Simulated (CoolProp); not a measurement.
Vapour pressure (kPa) of propylene: the reference equation beside estimates from Tc = 91.1 °C, pc = 4555 kPa, ω = 0.146.

The numbers come from the reference Helmholtz-energy equation of state, Lemmon 2013 in CoolProp.

```tsv
T (°C)	reference	Lee-Kesler	van der Waals	Soave-Redlich-Kwong	Peng-Robinson
-96.85	5.189	5.037	101.3	5.090	5.527
-90.75	8.297	8.055	128.0	8.138	8.731
-84.75	12.72	12.37	158.8	12.49	13.26
-78.75	18.93	18.44	194.5	18.60	19.56
-72.65	27.56	26.92	236.3	27.12	28.28
-66.65	38.92	38.12	283.1	38.35	39.69
-60.65	53.75	52.81	336.1	53.04	54.53
-54.65	72.74	71.69	395.4	71.92	73.50
```

Absolute difference from the reference over all 8 rows, mean and median: Lee-Kesler 2.3 and 2.5 %, van der Waals 965.6 and 842.4 %, Soave-Redlich-Kwong 1.6 and 1.7 %, Peng-Robinson 3.3 and 3.0 %.
